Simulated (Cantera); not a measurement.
An adiabatic, constant-volume homogeneous reactor starts with CH4 : H2 : O2 : N2 = 1 : 0.38 : 0.995 : 3.74 (molar parts), at 1448 K and 100000 Pa. Integrator tolerance rtol = 1e-08.

Computed with Cantera and GRI-Mech 3.0 (53 species, 325 reactions).

### Question
What does this change do: pressure from 100000 Pa to 420000 Pa?

### Answer
```tsv
quantity	before	after
time of steepest temperature rise	0.626 ms	0.207 ms
temperature at 2.00 s	2665 K	2719 K
equilibrium temperature	2665 K	2719 K
x(CH4) at 2.00 s	6.52e-11 (gas-phase equilibrium 7.33e-11)	1.02e-9 (gas-phase equilibrium 1.15e-9)
x(H2) at 2.00 s	0.199 (gas-phase equilibrium 0.199)	0.202 (gas-phase equilibrium 0.202)
x(O2) at 2.00 s	2.84e-5 (gas-phase equilibrium 2.84e-5)	1.04e-5 (gas-phase equilibrium 1.04e-5)
x(CH2) at 2.00 s	1.14e-11 (gas-phase equilibrium 1.24e-11)	6.12e-11 (gas-phase equilibrium 6.77e-11)
x(H2O2) at 2.00 s	9.49e-9 (gas-phase equilibrium 9.49e-9)	1.33e-8 (gas-phase equilibrium 1.33e-8)
x(C2H) at 2.00 s	<1e-12 (gas-phase equilibrium <1e-12)	<1e-12 (gas-phase equilibrium <1e-12)
x(HCN) at 2.00 s	2.97e-7 (gas-phase equilibrium 2.97e-7)	1.29e-6 (gas-phase equilibrium 1.29e-6)
```

### Question
What does this change do: initial temperature 1448 to 1200 K?

### Answer
```
quantity                                                              before                                      after
---------------------------------  -----------------------------------------  -----------------------------------------
time of steepest temperature rise                                   0.626 ms                                    5.42 ms
temperature at 2.00 s                                                 2665 K                                     2501 K
equilibrium temperature                                               2665 K                                     2501 K
x(CH4) at 2.00 s                   6.52e-11 (gas-phase equilibrium 7.33e-11)  1.62e-10 (gas-phase equilibrium 1.83e-10)
x(H2) at 2.00 s                          0.199 (gas-phase equilibrium 0.199)        0.204 (gas-phase equilibrium 0.204)
x(O2) at 2.00 s                      2.84e-5 (gas-phase equilibrium 2.84e-5)    5.58e-6 (gas-phase equilibrium 5.58e-6)
x(CH2) at 2.00 s                   1.14e-11 (gas-phase equilibrium 1.24e-11)  6.25e-12 (gas-phase equilibrium 6.93e-12)
x(H2O2) at 2.00 s                    9.49e-9 (gas-phase equilibrium 9.49e-9)    3.25e-9 (gas-phase equilibrium 3.25e-9)
x(C2H) at 2.00 s                       <1e-12 (gas-phase equilibrium <1e-12)      <1e-12 (gas-phase equilibrium <1e-12)
x(HCN) at 2.00 s                     2.97e-7 (gas-phase equilibrium 2.97e-7)    3.45e-7 (gas-phase equilibrium 3.45e-7)
```
